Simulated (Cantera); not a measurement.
Feed: 1 mol PbF₂, 0.68 mol H₂, equilibrated at 1673 K and 0.00120 bar.

Method: chemical equilibrium by Gibbs-energy minimisation in Cantera with the NASA 1993 tables (ideal gas, pure condensed phases). Candidate condensed phases: Pb, PbF₂; 16 gas species. Kinetics and transport are ignored.

Base state: HF 0.576, Pb 0.263, PbF₂ 0.105, PbF 0.0544, PbF₄ 0.00193, F 7.19e-5 (mole fractions); condensed: gas only.

What changes in the equilibrium state with this change: temperature from 1673 K to 898 K?


| species | before | after |
|---|---|---|
| HF | 0.576 | 0.980 |
| PbF₄ | 0.00193 | 0.0151 |
| PbF₂ | 0.105 | 0.00317 |
| Pb | 0.263 | 0.00108 |
| PbF | 0.0544 | 5.66e-5 |
| F | 7.19e-5 | <1e-9 |
| H₂ | 4.91e-6 | 0.000279 |
| Pb(l), mol | 0 | 0.699 |
| PbF₂(s), mol | 0 | 0.274 |

What changes in the equilibrium state with this change: temperature from 1673 K to 2000 K?


```tsv
species	before	after
HF	0.576	0.572
Pb	0.263	0.252
PbF₂	0.105	0.0907
PbF	0.0544	0.0768
F	7.19e-5	0.00755
H	7.28e-6	6.87e-5
PbF₄	0.00193	0.000850
```
